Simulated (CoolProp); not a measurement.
Saturation properties of nitrous oxide (Tc = 309.5 K, pc = 7245 kPa, ω = 0.161).

Values from CoolProp's reference Helmholtz-energy equation of state, Lemmon 2006. It is a short technical equation, of lower accuracy than the large ones.

```csv
T (K),p (kPa),vapour density (kg/m³),enthalpy of vaporisation (kJ/kg),liquid cp (kJ/(kg K))
190.7,143.3,4.116,367.4,1.724
200.6,240.7,6.677,355.7,1.738
210.5,382.7,10.32,343.2,1.760
220.5,583.2,15.39,329.7,1.790
230.4,850.6,22.13,315.3,1.831
240.3,1200,31.02,299.5,1.885
250.2,1644,42.63,282.1,1.958
260.1,2198,57.75,262.6,2.060
270,2877,77.58,240.5,2.209
279.9,3698,104.1,214.5,2.451
```

It boils at 184.7 K under 1 atm.
